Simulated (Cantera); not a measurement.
Mixture: CH4 : O2 : N2 = 1 : 4.76 : 17.9 (molar parts), equivalence ratio 0.42, at 1000000 Pa, adiabatic and at constant pressure. Ignition delay is the time to a rise of 400 K.

Computed with Cantera and GRI-Mech 3.0 (53 species, 325 reactions).

### Question
What does this change do: pressure from 1000000 Pa to 230000 Pa?

### Answer
```
quantity                                                before       after
--------------------------------------------------  ----------  ----------
delay at 1050 K                                        28.8 ms     0.129 s
delay at 1100 K                                        13.2 ms     58.9 ms
delay at 1150 K                                        6.46 ms     28.1 ms
delay at 1200 K                                        3.35 ms     14.0 ms
delay at 1250 K                                        1.82 ms     7.20 ms
delay at 1300 K                                        1.03 ms     3.85 ms
apparent activation energy between 1200 and 1300 K  150 kJ/mol  170 kJ/mol
```
